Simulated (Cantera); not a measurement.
Input: 1 mol PbO, 7.5 mol C, 0.71 mol H2, 0.77 mol CH4, equilibrated at 1023.15 K.

Cantera equilibrium calculation (NASA polynomials, part measured and part estimated; ideal gas, pure solids and liquids). Candidate condensed phases: C, C6H6, C7H8, C8H18, H2O, Pb, PbO, PbO2, Pb3O4; 113 gas species. Rates play no part.

What share of the Pb ends up in condensed phases as a function of P (Pa), at 10, 100, 1000, 10000, 100000, 1000000?


| P (Pa) | Pb condensed (%) | as |
|---|---|---|
| 10 | 0.0 | - |
| 100 | 91.1 | Pb(l) |
| 1000 | 99.1 | Pb(l) |
| 10000 | 99.9 | Pb(l) |
| 100000 | 100.0 | Pb(l) |
| 1000000 | 100.0 | Pb(l) |
